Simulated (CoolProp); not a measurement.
Vapour pressure (MPa) of isohexane: the reference equation beside estimates from Tc = 497.7 K, pc = 3.043 MPa, ω = 0.280. Clausius-Clapeyron is anchored at 347.1 K with a constant enthalpy of vaporisation of 26.95 kJ/mol.

Model: reference Helmholtz-energy equation of state, Lemmon 2006, in CoolProp. It is a short technical equation, of lower accuracy than the large ones.

```
T (K)  reference  Clausius-Clapeyron  Redlich-Kwong  Soave-Redlich-Kwong
-----  ---------  ------------------  -------------  -------------------
332.7    0.09921              0.1027         0.1781              0.09878
347.1     0.1538              0.1538         0.2578               0.1538
361.4     0.2286              0.2226         0.3598               0.2294
375.8     0.3291              0.3139         0.4887               0.3316
390.2     0.4601              0.4315         0.6470               0.4650
404.5     0.6254              0.5788         0.8364               0.6340
418.9     0.8331              0.7623          1.062               0.8466
433.3      1.088              0.9859          1.326                1.108
447.7      1.398               1.254          1.631                1.424
462        1.768               1.569          1.977                1.799
476.4      2.214               1.940          2.371                2.244
```

Absolute difference from the reference over all 11 rows, mean and median: Clausius-Clapeyron 6.9 and 7.5 %, Redlich-Kwong 37.5 and 33.7 %, Soave-Redlich-Kwong 1.1 and 1.4 %.
